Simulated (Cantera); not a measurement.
Ignition delay

Mixture: 9.25 % CH₄, 0.805 % CO, 18.9 % O₂, 71.1 % N₂, at 3300 Torr, adiabatic and at constant volume. Ignition delay is the time to a rise of 400 K.

Cantera simulation using GRI-Mech 3.0 (53 species, 325 reactions); the numbers are that mechanism's predictions, not measurements.

| T0 (K) | delay (ms) |
|---|---|
| 1100 | 50.1 |
| 1200 | 11.9 |
| 1300 | 3.30 |
| 1400 | 1.03 |
| 1500 | 0.357 |
| 1600 | 0.138 |

The apparent activation energy between 1400 and 1600 K is 190 kJ/mol.
